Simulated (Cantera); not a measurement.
Gas mixture: 100 % NH₃, at 3700 Pa, frozen composition.

Cantera's kinetic-theory transport with the Lennard-Jones parameters of GRI-Mech 3.0, ideal gas; thermal conductivity in the mixture-averaged form. Polar gases are described roughly by these parameters. The composition is frozen, though it would react at the higher temperatures.

D: mixture-averaged diffusion coefficient of that species in the mixture.

```
T (K)  ρ (kg/m³)  cp (J/kg/K)  μ (µPa s)  λ (mW/m/K)     Pr  D (cm²/s) CH₄  D (cm²/s) NO  D (cm²/s) CH₃
-----  ---------  -----------  ---------  ----------  -----  -------------  ------------  -------------
400       0.0189         2269       13.9        44.3  0.713            [?]          10.3           10.7
500       0.0152         2466       17.4        60.1  0.716            [?]          15.6           16.3
600       0.0126         2662       20.9        77.4  0.719            [?]          21.7           22.8
700       0.0108         2844       24.3        95.8  0.721            [?]          28.5           30.1
800      0.00947         3009       27.5         115  0.721            [?]          36.1           38.1
900      0.00842         3162       30.6         134  0.721            [?]          44.3           46.9
1000     0.00758         3319       33.6         154  0.725            [?]          53.1           56.4
1100     0.00689         3454       36.5         174  0.726            [?]          62.6           66.5
1200     0.00632         3580       39.3         194  0.727            [?]          72.6           77.2
```

### Question
What belongs in the gaps?

### Answer

- 400, D (cm²/s) CH₄: 10.6
- 500, D (cm²/s) CH₄: 16.1
- 600, D (cm²/s) CH₄: 22.6
- 700, D (cm²/s) CH₄: 29.9
- 800, D (cm²/s) CH₄: 38.0
- 900, D (cm²/s) CH₄: 46.7
- 1000, D (cm²/s) CH₄: 56.2
- 1100, D (cm²/s) CH₄: 66.3
- 1200, D (cm²/s) CH₄: 77.1
